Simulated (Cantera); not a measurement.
Input: 1 mol Pb, 0.094 mol O2, 0.18 mol H2, equilibrated at 300 °C and 0.100 bar.

Cantera equilibrium calculation (NASA polynomials, part measured and part estimated; ideal gas, pure solids and liquids). Candidate condensed phases: H2O, Pb, PbO, PbO2, Pb3O4; 12 gas species. Equilibrium is a limit: real reactors are often held back by kinetics, nucleation or transport.

Q: What is the equilibrium state?

A: 
```json
{
 "x(H2O)": "1.000",
 "x(H2)": "1.42e-5",
 "n(Pb(s))": "0.992 mol",
 "n(PbO(red))": "0.00800 mol",
 "gas_amount": "0.1800 mol",
 "log10 activity of Pb3O4(s) (absent)": "-13.90",
 "log10 activity of PbO2(s) (absent)": "-14.82"
}
```
